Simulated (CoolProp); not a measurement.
Vapour-liquid equilibrium of R227EA (1) + isobutene (2) at 0.845 MPa; x and y are mole fractions of (1).

The numbers come from the multi-fluid Helmholtz-energy mixture model, Lemmon 2016 and Lemmon 2005; pair parameters Bell 2016 in CoolProp.

```csv
x,"bubble temperature, mixture model (°C)","bubble temperature, Raoult's law (°C)","y, mixture model","y, Raoult's law"
0.05,58.6,62.3,0.130,0.073
0.2,50.5,59.3,0.356,0.273
0.35,[?],56.5,[?],0.447
0.5,45.0,54.0,0.569,0.600
0.65,[?],51.7,0.663,0.736
0.8,44.5,49.5,0.778,0.857
0.95,46.0,47.5,0.935,0.966
```

**Question.** Some entries are withheld; supply them.

**Answer.** 
- 0.35, bubble temperature, mixture model (°C): 46.8
- 0.35, y, mixture model: 0.477
- 0.65, bubble temperature, mixture model (°C): 44.2

The largest gap from Raoult's law is -9.7 K in bubble temperature, at x = 0.35. y crosses x between x = 0.65 and 0.8: the model has an azeotrope there.

Pair parameters are fitted to limited data, so mixtures are less certain than the pure fluids.
